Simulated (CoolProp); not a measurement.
20 sccm (0 °C, 1 atm) of nitrogen bubbles through liquid octamethylcyclotetrasiloxane (D4) at 350.5 K and leaves saturated at a total pressure of 0.0451 MPa (ideal gas phase). Each further row changes one setting.

Model: reference Helmholtz-energy equation of state, Thol 2015, in CoolProp.

```
case                       vapour pressure (kPa)  mole fraction of vapour  delivery (mg/min)  delivery (sccm)  change of delivery for a bath 1 K warmer (%)
-------------------------  ---------------------  -----------------------  -----------------  ---------------  --------------------------------------------
as stated                                   3.17                   0.0703                  ?             1.51                                           5.4
bath temperature 355.5 K                       ?                   0.0892                  ?                ?                                             ?
total pressure 0.0902 MPa                   3.17                   0.0351               9.64            0.728                                             ?
```

Q: Complete the blanks.

A: 
- as stated, delivery (mg/min): 20.0
- bath temperature 355.5 K, vapour pressure (kPa): 4.02
- bath temperature 355.5 K, delivery (mg/min): 25.9
- bath temperature 355.5 K, delivery (sccm): 1.96
- bath temperature 355.5 K, change of delivery for a bath 1 K warmer (%): 5.3
- total pressure 0.0902 MPa, change of delivery for a bath 1 K warmer (%): 5.2
